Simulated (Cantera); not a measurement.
Cantera with NASA thermochemical tables; ideal gases at 1 bar, condensed phases pure. Values are per mole of reaction as written; species without (g) are pure solids or liquids, kept so even where they would boil at 1 bar.

**Question.** Between 850 and 1150 K, where is each reaction favourable under standard conditions?
- 6 K2SO4 + S2(g) = 8 SO3(g) + 12 K

**Answer.** 
- 6 K2SO4 + S2(g) = 8 SO3(g) + 12 K: ΔG° is 4009 kJ at 850 K and 3593 kJ at 1150 K; it stays positive (K < 1). ΔH° is 5145 kJ and ΔS° 1349 J/K at 1150 K.
